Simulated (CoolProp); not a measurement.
Values from CoolProp's reference Helmholtz-energy equation of state, Akasaka 2023.

Task: Give the vapour pressure (bar), liquid density (kg/m³), vapour Z of saturated R1224YDZ at 9.35, 66.05, 122.85 °C.

Result: 
| T (°C) | p (bar) | liquid density (kg/m³) | vapour Z |
|---|---|---|---|
| 9.35 | 0.815 | 1400 | 0.957 |
| 66.05 | 5.17 | 1240 | 0.858 |
| 122.85 | 18.4 | 1000 | 0.646 |
